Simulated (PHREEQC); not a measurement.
H3PO4 is added in steps, without added water, to 1 kg of water holding 0.018 mol/kgw CuSO4, 0.00017 mol/kgw HBF4 and 0.00024 mol/kgw NaCl, at 80 °C. O2 is buffered at 0.21 atm. No CO2 enters from the air. Solids allowed: Cu(OH)2, Brochantite, Antlerite, Atacamite, Cu3(PO4)2:3H2O, Halite, Mirabilite, Chalcanthite, CuF2:2H2O. Others were left out.

Base run: PHREEQC, ion-association model, wateq4f.dat. Each further column changes one thing. The table gives pH.

```tsv
H3PO4 added (mol)	base	diluted 100-fold with water	diluted 10-fold with water	0.0013 mol/kgw Cu(BF4)2 added	no solid may form
0	3.85	5.05	4.37	3.32	3.85
0.01162	2.58	2.31	2.36	(withheld)	2.58
0.01744	2.44	2.20	2.23	2.47	2.44
0.02906	2.26	2.06	2.09	2.29	2.26
0.03488	2.20	2.01	2.04	2.23	2.20
0.0465	2.11	1.94	1.96	2.13	2.11
0.05813	2.04	1.88	1.90	2.06	2.04
0.06394	2.01	1.86	1.88	2.03	2.01
0.07556	1.96	1.82	1.84	1.98	1.96
0.08138	1.94	1.80	1.82	(withheld)	1.94
0.093	1.90	1.77	1.78	(withheld)	1.90
```

Question: Some entries are withheld; supply them.

Answer: 
- 0.01162, 0.0013 mol/kgw Cu(BF4)2 added: 2.61
- 0.08138, 0.0013 mol/kgw Cu(BF4)2 added: 1.95
- 0.093, 0.0013 mol/kgw Cu(BF4)2 added: 1.91

H3PO4, which wateq4f.dat lacks, is added to it with the constant of phreeqc.dat. At this temperature some constants are extrapolated from 25 °C, and those without enthalpy data are left unchanged. Real BF4- forms and hydrolyses slowly; the run takes it at equilibrium. The database has no phosphate complexes of Cu.
